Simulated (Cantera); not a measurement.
Mixture: 6.26 % CH4, 22.4 % O2, 71.4 % N2, equivalence ratio 0.56, at 5.00 bar, adiabatic and at constant pressure. Ignition delay is the time to a rise of 400 K.

Cantera simulation using GRI-Mech 3.0 (53 species, 325 reactions); the numbers are that mechanism's predictions, not measurements.

Predict: delay at 1073 K; delay at 1173 K; delay at 1273 K; delay at 1373 K; delay at 1473 K; delay at 1573 K; delay at 1673 K; apparent activation energy between 1473 and 1673 K.


| Item | Result |
|---|---|
| delay at 1073 K | 38.8 ms |
| delay at 1173 K | 9.35 ms |
| delay at 1273 K | 2.64 ms |
| delay at 1373 K | 0.844 ms |
| delay at 1473 K | 0.304 ms |
| delay at 1573 K | 0.124 ms |
| delay at 1673 K | 56.2 µs |
| apparent activation energy between 1473 and 1673 K | 170 kJ/mol |
